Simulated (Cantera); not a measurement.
A closed system holds: 1 mol SiH₂Cl₂, 17 mol N₂, 0.2 mol H₂, at 1.33 mbar.

Method: chemical equilibrium by Gibbs-energy minimisation in Cantera with the NASA 1993 tables (ideal gas, pure condensed phases). Candidate condensed phases: NH₄Cl, Si, Si₃N₄; 28 gas species. N₂ is the only nitrogen source here; it is nearly inert below about 1500 K, so the nitride shown seldom forms there in practice. The tables' values for SiCl₃ are old estimates; treat these amounts as uncertain. Kinetics and transport are ignored. All values below are at 1148 K.

Base state: N₂ 0.885, HCl 0.0909, H₂ 0.0194, SiCl₄ 0.00392, SiCl₃ 0.000300, SiCl₂ 0.000254, SiHCl₃ 1.68e-5 (mole fractions); condensed: Si₃N₄(s).

Q: What changes in the equilibrium state with this change: SiH₂Cl₂ replaced by SiF₄?

A: 
| species | before | after |
|---|---|---|
| N₂ | 0.885 | 0.934 |
| SiF₄ | 0 | 0.0546 |
| H₂ | 0.0194 | 0.0108 |
| HCl | 0.0909 | 0 |
| SiCl₄ | 0.00392 | 0 |
| HF | 0 | 0.000342 |
| SiF₃ | 0 | 0.000307 |
| Si₃N₄(s), mol | 0.306 | 0 |
The tables' values for SiF₃ are old estimates; treat these amounts as uncertain.
